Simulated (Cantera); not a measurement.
# Adiabatic ignition

An adiabatic, constant-volume homogeneous reactor starts with 6.77 % CO, 3.72 % H2, 6.91 % O2, 82.6 % N2, at 1650 K and 1000000 Pa.

Cantera simulation using GRI-Mech 3.0 (53 species, 325 reactions); the numbers are that mechanism's predictions, not measurements. The hydrogen kinetics of GRI-Mech 3.0 are dated; newer H2 mechanisms differ, most at raised pressure.

```csv
t (s),T (K),P (bar),x CO,x H2,x O2,x O,x CO2,x N2O,x NO
7.00e-6,2142,12.6,0.0351,0.00275,0.0322,0.00654,0.0345,2.01e-6,4.87e-5
3.30e-5,2478,14.3,0.0106,0.000907,0.0216,0.00126,0.0603,2.19e-6,0.000211
0.000155,2536,14.6,0.00561,0.000504,0.0192,0.000636,0.0655,1.62e-6,0.000598
0.000732,2533,14.6,0.00556,0.000502,0.0185,0.000610,0.0656,1.59e-6,0.00201
0.00345,2524,14.6,0.00557,0.000505,0.0169,0.000559,0.0656,1.55e-6,0.00538
0.0162,2520,14.5,0.00558,0.000507,0.0161,0.000536,0.0656,1.54e-6,0.00693
0.0765,2520,14.5,0.00558,0.000507,0.0161,0.000536,0.0656,1.54e-6,0.00694
0.360,2520,14.5,0.00558,0.000507,0.0161,0.000536,0.0656,1.54e-6,0.00694
1.70,2520,14.5,0.00558,0.000507,0.0161,0.000536,0.0656,1.54e-6,0.00694
8.00,2520,14.5,0.00558,0.000507,0.0161,0.000536,0.0656,1.54e-6,0.00694
```
x: mole fraction; the columns are a selection and need not sum to one.

| Property | Value |
|---|---|
| time of steepest temperature rise | 3.10 µs |
| temperature at 8.00 s | 2520 K |
| equilibrium temperature | 2520 K |
| x(CO) at 8.00 s | 0.00558 (gas-phase equilibrium 0.00558) |
| x(H2) at 8.00 s | 0.000507 (gas-phase equilibrium 0.000507) |
| x(O2) at 8.00 s | 0.0161 (gas-phase equilibrium 0.0161) |
